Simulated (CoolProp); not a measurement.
Vapour-liquid equilibrium of nitrogen (1) + oxygen (2) at 113 kPa; x and y are mole fractions of (1).

Computed with CoolProp (multi-fluid Helmholtz-energy mixture model, Span 2000 and Schmidt 1985; pair parameters Gernert 2013).

```
x     bubble temperature (K)  y at the bubble point  dew temperature at overall composition x (K)  liquid density (mol/L)
----  ----------------------  ---------------------  --------------------------------------------  ----------------------
0.05                    89.8                  0.176                                          90.9                   35.22
0.15                    87.5                  0.418                                          90.0                   34.61
0.25                    85.7                  0.574                                          89.2                   33.93
0.35                     ___                  0.683                                          88.2                   33.23
0.45                    83.0                  0.764                                          87.2                     ___
0.55                    82.0                  0.827                                          86.0                   31.79
0.65                    81.0                  0.878                                          84.7                   31.08
0.75                    80.2                  0.921                                          83.3                   30.37
0.85                     ___                  0.956                                          81.6                     ___
0.95                    78.6                  0.987                                          79.5                   28.97
```

**Question.** Fill in the missing entries.

**Answer.** 
- 0.35, bubble temperature (K): 84.3
- 0.45, liquid density (mol/L): 32.51
- 0.85, bubble temperature (K): 79.4
- 0.85, liquid density (mol/L): 29.66

No azeotrope shows between x = 0.05 and 0.95.

Pair parameters are fitted to limited data, so mixtures are less certain than the pure fluids.
